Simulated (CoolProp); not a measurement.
Sulfur hexafluoride along the isobar 45.5 bar: fugacity coefficient from the reference equation and from simpler models built on Tc = 45.6 °C, pc = 37.55 bar, ω = 0.210; each cubic takes its own stable root.

The numbers come from the reference Helmholtz-energy equation of state, Guder 2009 in CoolProp.

```tsv
T (°C)	phase	reference	van der Waals	Soave-Redlich-Kwong
-41.05	liquid	0.07878	0.2158	0.08119
-35.15	liquid	0.09667	0.2386	0.09965
-29.25	liquid	0.1171	0.2625	0.1207
-23.35	liquid	?	0.2872	0.1444
-17.45	liquid	?	0.3128	0.1708
-11.55	liquid	0.1939	0.3391	0.1998
-5.65	liquid	0.2247	?	0.2314
0.25	liquid	0.2580	0.3934	0.2655
6.15	liquid	?	0.4213	0.3018
12.05	liquid	0.3315	0.4495	0.3402
17.95	liquid	0.3713	0.4778	0.3804
23.85	liquid	0.4127	0.5062	0.4219
29.75	liquid	0.4555	0.5345	?
35.75	liquid	?	0.5629	0.5078
```

Problem. Complete the blanks.

Solution. 
- -23.35, reference: 0.1401
- -17.45, reference: 0.1657
- -5.65, van der Waals: 0.3660
- 6.15, reference: 0.2937
- 29.75, Soave-Redlich-Kwong: 0.4643
- 35.75, reference: 0.4997
